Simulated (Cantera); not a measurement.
Charge: 1 mol SiH₄, 35 mol NH₃, 2.3 mol H₂, equilibrated at 360 Pa.

Equilibrium computed with Cantera from the NASA thermochemical tables; the gas is ideal and each condensed phase is pure. Candidate condensed phases: Si, Si₃N₄; 18 gas species. Gases not in the tables: Si₂H₆ and higher silanes. Equilibrium is a limit: real reactors are often held back by kinetics, nucleation or transport.

x: gas mole fraction; n: condensed amount in mol.

```json
[
 {"T (°C)": "1225", "x H₂": "0.771", "x N₂": "0.229", "x H": "…", "x Si": "4.05e-7", "x SiH": "6.90e-8", "x SiH₂": "1.64e-7", "x Si₂N": "3.28e-9", "n Si₃N₄(s)": "0.333", "n Si(s)": "0", "n Si(l)": "0"},
 {"T (°C)": "1250", "x H₂": "0.771", "x N₂": "0.229", "x H": "…", "x Si": "1.01e-6", "x SiH": "1.55e-7", "x SiH₂": "3.10e-7", "x Si₂N": "1.04e-8", "n Si₃N₄(s)": "0.333", "n Si(s)": "0", "n Si(l)": "0"},
 {"T (°C)": "1275", "x H₂": "0.771", "x N₂": "0.229", "x H": "…", "x Si": "2.42e-6", "x SiH": "3.38e-7", "x SiH₂": "5.77e-7", "x Si₂N": "3.19e-8", "n Si₃N₄(s)": "0.333", "n Si(s)": "0", "n Si(l)": "0"},
 {"T (°C)": "1300", "x H₂": "0.771", "x N₂": "0.229", "x H": "…", "x Si": "5.67e-6", "x SiH": "7.19e-7", "x SiH₂": "1.05e-6", "x Si₂N": "9.41e-8", "n Si₃N₄(s)": "0.333", "n Si(s)": "0", "n Si(l)": "0"},
 {"T (°C)": "1325", "x H₂": "0.771", "x N₂": "0.229", "x H": "…", "x Si": "1.29e-5", "x SiH": "1.49e-6", "x SiH₂": "1.88e-6", "x Si₂N": "2.68e-7", "n Si₃N₄(s)": "0.333", "n Si(s)": "0", "n Si(l)": "0"},
 {"T (°C)": "1350", "x H₂": "0.770", "x N₂": "0.229", "x H": "…", "x Si": "2.87e-5", "x SiH": "3.04e-6", "x SiH₂": "3.29e-6", "x Si₂N": "7.40e-7", "n Si₃N₄(s)": "0.332", "n Si(s)": "0", "n Si(l)": "0"},
 {"T (°C)": "1375", "x H₂": "0.770", "x N₂": "0.228", "x H": "…", "x Si": "6.23e-5", "x SiH": "6.03e-6", "x SiH₂": "5.68e-6", "x Si₂N": "1.98e-6", "n Si₃N₄(s)": "0.331", "n Si(s)": "0", "n Si(l)": "0"},
 {"T (°C)": "1400", "x H₂": "0.763", "x N₂": "0.235", "x H": "…", "x Si": "0.000116", "x SiH": "1.03e-5", "x SiH₂": "8.40e-6", "x Si₂N": "4.03e-6", "n Si₃N₄(s)": "0", "n Si(s)": "0.989", "n Si(l)": "0"},
 {"T (°C)": "1425", "x H₂": "0.762", "x N₂": "0.235", "x H": "…", "x Si": "0.000182", "x SiH": "1.49e-5", "x SiH₂": "1.06e-5", "x Si₂N": "5.86e-6", "n Si₃N₄(s)": "0", "n Si(s)": "0", "n Si(l)": "0.983"}
]
```

Problem. Some entries are withheld; supply them.

Solution. 
- 1225, x H: 0.000252
- 1250, x H: 0.000338
- 1275, x H: 0.000451
- 1300, x H: 0.000595
- 1325, x H: 0.000779
- 1350, x H: 0.00101
- 1375, x H: 0.00130
- 1400, x H: 0.00166
- 1425, x H: 0.00210
